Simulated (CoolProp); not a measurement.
Saturation properties of sulfur hexafluoride (Tc = 45.6 °C, pc = 3755 kPa, ω = 0.210).

Values from CoolProp's reference Helmholtz-energy equation of state, Guder 2009.

```tsv
T (°C)	p (kPa)	enthalpy of vaporisation (kJ/kg)	vapour Z	liquid viscosity (µPa s)	vapour viscosity (µPa s)	liquid conductivity (mW/(m K))
-18.45	724.5	95.65	0.8432	252	13.7	67.6
-14.45	821.2	93.35	0.8286	236	13.9	66.4
-10.55	924.5	91.01	0.8135	221	14.2	65.1
-6.55	1040	88.48	0.7971	207	14.4	63.9
-2.55	1166	85.81	0.7797	193	14.7	62.6
1.45	1303	82.98	0.7611	180	15.0	61.2
5.45	1451	79.97	0.7413	168	15.4	59.9
9.35	1607	76.85	0.7207	157	15.7	58.5
13.35	1780	73.40	0.6980	146	16.1	57.1
17.35	1966	69.68	0.6736	135	16.6	55.7
21.35	2167	65.61	0.6470	125	17.2	54.2
25.35	2383	61.10	0.6179	115	17.9	52.7
29.35	2615	56.01	0.5854	105	18.7	51.1
```

Viscosity comes from a separate model (Quiñones-Cisneros 2012). Thermal conductivity comes from a separate model (Assael 2012).
